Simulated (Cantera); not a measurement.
What does this Cantera script print?

```python
import numpy as np
import cantera as ct

gas_names = """
    AL ALH ALO ALOH ALO2 ALO2H AL2 AL2O AL2O2 H HALO HO2 H2 H2O H2O2 O OH O2 O3
""".split()
cond_names = """
    AL(cr) AL(L) AL2O3(a) AL2O3(L) H2O(s) H2O(L)
""".split()


def load(file, names, dense=False):
    # The tables refer to 1 bar. Condensed volumes are neglected.
    table = {s.name: s for s in ct.Species.list_from_file(file)}
    out = []
    for n in names:
        d = dict(table[n].input_data)
        d["thermo"] = dict(d["thermo"], **{"reference-pressure": 1e5})
        if dense:
            d["equation-of-state"] = {"model": "constant-volume", "density": "1e6 g/cm^3"}
        out.append(ct.Species.from_dict(d))
    return out


gas = ct.Solution(thermo="ideal-gas", species=load("nasa_gas.yaml", gas_names))
cond = {s.name: ct.Solution(thermo="fixed-stoichiometry", species=[s], name=s.name)
        for s in load("nasa_condensed.yaml", cond_names, dense=True)}
atoms = {
    'Al': {'AL': 1},
    'H2O': {'H': 2, 'O': 1},
    'H2': {'H': 2},
}
top_T = {}  # K; cautious upper limits of use, not melting points


def equilibrate(T, P, feed):
    n = {}
    for name, mol in feed.items():
        for a, k in atoms[name].items():
            n[a] = n.get(a, 0.0) + k * mol
    gas.TPX = T, P, n
    mass = sum(n.values()) * gas.mean_molecular_weight
    gas.equilibrate("TP")
    valid = [c for c in cond.values() if c.min_temp <= T <= top_T.get(c.name, c.max_temp)]
    mix = ct.Mixture([(gas, mass / gas.mean_molecular_weight)] + [(c, 0.0) for c in valid])
    mix.T, mix.P = T, P
    mix.equilibrate("TP", solver="vcs", rtol=1e-11, max_steps=5000)
    return mix


results = []
feed = {'Al': 1, 'H2O': 0.026, 'H2': 0.61}  # mol
P = 100000  # Pa
for T in [798, 898, 998, 1098, 1198, 1298, 1398, 1498]:
    mix = equilibrate(T, P, feed)
    results.append((T, P, feed, dict(zip(mix.species_names, mix.species_moles))))

top = {s: max(r[3][s] / sum(r[3][g] for g in gas_names) for r in results) for s in gas_names}
cols = sorted((s for s in top if top[s] > 0.0001), key=lambda s: -top[s])[:7]
seen = [c for c in cond_names if any(r[3].get(c, 0) > 1e-12 for r in results)]
print("log10 of partial pressures in bar; condensed amounts in mol")
print(f"{'T/K':>10s}" + "".join(f"{s[:9]:>10s}" for s in cols + seen))
for T, P, feed, n in results:
    ng = sum(n[g] for g in gas_names)
    print(f"{T:10.4g}" + "".join(f"{np.log10(max(n[s] / ng * P / 1e5, 1e-99)):10.3f}" for s in cols)
          + "".join(f"{n.get(c, 0):10.4g}" for c in seen))
```

It prints:

```
log10 of partial pressures in bar; condensed amounts in mol
       T/K        H2    AL(cr)     AL(L)  AL2O3(a)
       798    -0.000    0.9827         0  0.008667
       898    -0.000    0.9827         0  0.008667
       998    -0.000         0    0.9827  0.008667
      1098    -0.000         0    0.9827  0.008667
      1198    -0.000         0    0.9827  0.008667
      1298    -0.000         0    0.9827  0.008667
      1398    -0.000         0    0.9827  0.008666
      1498    -0.000         0    0.9826  0.008665
```

Method: chemical equilibrium by Gibbs-energy minimisation in Cantera with the NASA 1993 tables (ideal gas, pure condensed phases). Mutual solubility and eutectic melting of coexisting phases are not modelled.
